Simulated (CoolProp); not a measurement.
Properties of isobutene along the isotherm 462.3 K (Tc = 418.1 K, pc = 4.016 MPa, ω = 0.193).

Computed with CoolProp (reference Helmholtz-energy equation of state, Lemmon 2005). It is a short technical equation, of lower accuracy than the large ones.

```tsv
p (MPa)	phase	density (kg/m³)	cv (kJ/(kg K))	isothermal compressibility (1/MPa)	fugacity coefficient
0.753	gas	11.55	[?]	[?]	0.9537
1.51	gas	24.48	[?]	0.7400	[?]
2.26	gas	38.98	2.111	0.5310	0.8635
3.01	gas	55.75	[?]	0.4344	0.8199
3.76	gas	[?]	[?]	[?]	0.7769
4.52	supercritical	100.5	2.188	0.3637	0.7342
5.27	supercritical	131.6	2.220	0.3588	0.6927
6.02	supercritical	172.1	2.251	0.3521	0.6523
```

Q: Some entries are withheld; supply them.

A: 
- 0.753, cv (kJ/(kg K)): 2.073
- 0.753, isothermal compressibility (1/MPa): 1.397
- 1.51, cv (kJ/(kg K)): 2.091
- 1.51, fugacity coefficient: 0.9080
- 3.01, cv (kJ/(kg K)): 2.133
- 3.76, density (kg/m³): 75.67
- 3.76, cv (kJ/(kg K)): 2.159
- 3.76, isothermal compressibility (1/MPa): 0.3857
